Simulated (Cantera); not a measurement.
Gas mixture: 100 % N2O, at 500000 Pa, frozen composition.

Cantera's kinetic-theory transport with the Lennard-Jones parameters of GRI-Mech 3.0, ideal gas; thermal conductivity in the multicomponent form. The composition is frozen, though it would react at the higher temperatures.

One state of this run: ρ (kg/m³) = 4.07; cp (J/kg/K) = 1127; μ (µPa s) = 29.1; λ (mW/m/K) = 44.1; Pr = 0.744; D (cm²/s) H2 = 0.499; D (cm²/s) CO2 = 0.0947; D (cm²/s) H = 0.799. D: mixture-averaged diffusion coefficient of that species in the mixture.

Question: Which value of T (K) does it belong to?
(A) 1400
(B) 400
(C) 650
(D) 1650

Answer: C, 650
